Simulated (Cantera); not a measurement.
An isothermal, constant-pressure homogeneous reactor starts with CH₄ : N₂ = 1 : 170 (molar parts), at 1975 K and 0.00661 atm.

Cantera simulation using GRI-Mech 3.0 (53 species, 325 reactions); the numbers are that mechanism's predictions, not measurements. GRI-Mech 3.0 stops at C3 and has no aromatics, soot or wall deposition, so with more carbon than oxygen in the feed, carbon stays in small species such as C2H2 where larger ones or solid carbon would form. Radical loss at walls, strong at low pressure, is not modelled.

x: mole fraction; the columns are a selection and need not sum to one.

```tsv
t (s)	x CH₄	x C₂H₂	x H₂	x H	x CH₂	x C₂H
0.000200	0.00584	<1e-12	5.32e-7	2.29e-6	1.00e-10	<1e-12
0.000665	0.00583	1.97e-11	4.41e-6	4.96e-6	2.96e-9	<1e-12
0.00221	0.00579	4.20e-9	2.47e-5	6.50e-6	5.31e-8	<1e-12
0.00736	0.00564	6.46e-7	0.000102	7.84e-6	4.54e-7	1.37e-10
0.0245	0.00499	6.26e-5	0.000622	2.36e-5	2.55e-6	(withheld)
0.0815	0.00206	0.00145	0.00488	0.000105	5.89e-6	(withheld)
0.271	0.000294	0.00266	0.00807	0.000175	2.52e-6	(withheld)
0.902	2.20e-5	0.00282	0.00855	0.000247	4.29e-7	(withheld)
3.00	3.37e-7	0.00283	0.00856	0.000306	1.10e-8	(withheld)
```

**Question.** Complete the blanks.

**Answer.** 
- 0.0245, x C₂H: 3.46e-8
- 0.0815, x C₂H: 5.34e-7
- 0.271, x C₂H: 9.89e-7
- 0.902, x C₂H: 1.40e-6
- 3.00, x C₂H: 1.73e-6
